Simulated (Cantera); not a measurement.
Input: 1 mol Si, 1.5 mol HCl, 0.89 mol N2, 2.2 mol HF, at 1127 °C and 0.260 bar.

Equilibrium computed with Cantera from the NASA thermochemical tables; the gas is ideal and each condensed phase is pure. N2 is the only nitrogen source here; it is nearly inert below about 1500 K, so the nitride shown seldom forms there in practice. The tables' values for SiF3, SiCl3, SiF2 are old estimates; treat these amounts as uncertain. Rates play no part.

```
species         before    after
-------------  -------  -------
HCl              0.314    0.365
H2               0.335    0.294
N2               0.175    0.185
SiF4             0.142   0.0976
SiCl4           0.0176   0.0400
SiCl3          0.00302  0.00552
SiHCl3         0.00133  0.00228
SiCl2          0.00219  0.00324
SiHF3          0.00273  0.00191
SiH2F2         2.44e-5  1.75e-5
SiF3           0.00315  0.00236
Si3N4(s), mol    0.119    0.195
```
Gas species are given as mole fractions.

Task: What was changed between the two runs?
A. HF from 2.2 to 1.1 mol
B. pressure from 0.260 bar to 13.3 mbar
C. temperature from 1127 °C to 525 °C
D. temperature from 1127 °C to 477 °C

Result: A, HF from 2.2 to 1.1 mol. The tables' values for SiCl3, SiF3, SiF2 are old estimates; treat these amounts as uncertain
